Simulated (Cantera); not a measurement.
A perfectly stirred reactor is fed with 3.05 % H₂, 4.62 % O₂, 92.3 % N₂, equivalence ratio 0.33, at 0.572 atm; it is held at 1000 K, and followed from long to short residence time.

Cantera simulation using the H2/O2 subset of GRI-Mech 3.0, which has no nitrogen chemistry; the numbers are that mechanism's predictions, not measurements.

x: mole fraction; the columns are a selection and need not sum to one.

```tsv
τ (s)	x H₂	x O₂	x H₂O₂	x H	x O	x H₂O
10	0.000119	0.0315	3.76e-7	1.55e-7	1.27e-6	0.0308
2.4	0.000260	0.0315	7.40e-7	6.37e-7	3.56e-6	0.0307
0.54	0.000537	0.0317	9.84e-7	2.78e-6	9.87e-6	0.0304
0.12	(withheld)	0.0319	9.94e-7	(withheld)	(withheld)	0.0298
0.028	(withheld)	0.0324	9.41e-7	(withheld)	(withheld)	0.0288
0.0064	0.00414	0.0334	9.54e-7	0.000195	0.000138	0.0266
0.0014	0.00839	0.0354	9.79e-7	0.000690	0.000285	0.0219
0.00033	0.0162	0.0393	8.20e-7	0.00155	0.000438	0.0135
```

Q: Complete the blanks.

A: 
- 0.12, x H₂: 0.00107
- 0.12, x H: 1.22e-5
- 0.12, x O: 2.59e-5
- 0.028, x H₂: 0.00209
- 0.028, x H: 4.97e-5
- 0.028, x O: 6.17e-5
